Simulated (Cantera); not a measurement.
An adiabatic, constant-volume homogeneous reactor starts with CO : H2 : CH4 : O2 : N2 = 1 : 0.12 : 0.06 : 0.68 : 1.97 (molar parts), equivalence ratio 1.0, at 1025 K and 1000000 Pa. Integrator tolerance rtol = 1e-08.

Cantera simulation using GRI-Mech 3.0 (53 species, 325 reactions); the numbers are that mechanism's predictions, not measurements. Above 3000 K some thermodynamic fits are extrapolated.

Question: What does this change do: H2 0.12 to 0.045 parts?

Answer: 
```csv
quantity,before,after
time of steepest temperature rise,1.54 ms,1.90 ms
temperature at 0.100 s,3087 K,3067 K
equilibrium temperature,3087 K,3067 K
x(CO) at 0.100 s,0.0965 (gas-phase equilibrium 0.0965),0.0887 (gas-phase equilibrium 0.0887)
x(H2) at 0.100 s,0.00352 (gas-phase equilibrium 0.00352),0.00211 (gas-phase equilibrium 0.00211)
x(CH4) at 0.100 s,<1e-12 (gas-phase equilibrium <1e-12),<1e-12 (gas-phase equilibrium <1e-12)
x(CH2) at 0.100 s,<1e-12 (gas-phase equilibrium <1e-12),<1e-12 (gas-phase equilibrium <1e-12)
x(CH2O) at 0.100 s,3.77e-9 (gas-phase equilibrium 3.77e-9),2.06e-9 (gas-phase equilibrium 2.06e-9)
x(HCO) at 0.100 s,4.32e-7 (gas-phase equilibrium 4.32e-7),2.95e-7 (gas-phase equilibrium 2.95e-7)
x(HO2) at 0.100 s,2.25e-5 (gas-phase equilibrium 2.25e-5),2.03e-5 (gas-phase equilibrium 2.03e-5)
```

Question: What does this change do: 0.012 parts C2H6 added?

Answer: 
```
quantity                                                            before                                    after
---------------------------------  ---------------------------------------  ---------------------------------------
time of steepest temperature rise                                  1.54 ms                                  1.80 ms
temperature at 0.100 s                                              3087 K                                   3104 K
equilibrium temperature                                             3087 K                                   3104 K
x(CO) at 0.100 s                     0.0965 (gas-phase equilibrium 0.0965)      0.107 (gas-phase equilibrium 0.107)
x(H2) at 0.100 s                   0.00352 (gas-phase equilibrium 0.00352)  0.00456 (gas-phase equilibrium 0.00456)
x(CH4) at 0.100 s                    <1e-12 (gas-phase equilibrium <1e-12)    <1e-12 (gas-phase equilibrium <1e-12)
x(CH2) at 0.100 s                    <1e-12 (gas-phase equilibrium <1e-12)    <1e-12 (gas-phase equilibrium <1e-12)
x(CH2O) at 0.100 s                 3.77e-9 (gas-phase equilibrium 3.77e-9)  5.49e-9 (gas-phase equilibrium 5.49e-9)
x(HCO) at 0.100 s                  4.32e-7 (gas-phase equilibrium 4.32e-7)  5.66e-7 (gas-phase equilibrium 5.66e-7)
x(HO2) at 0.100 s                  2.25e-5 (gas-phase equilibrium 2.25e-5)  2.17e-5 (gas-phase equilibrium 2.17e-5)
```
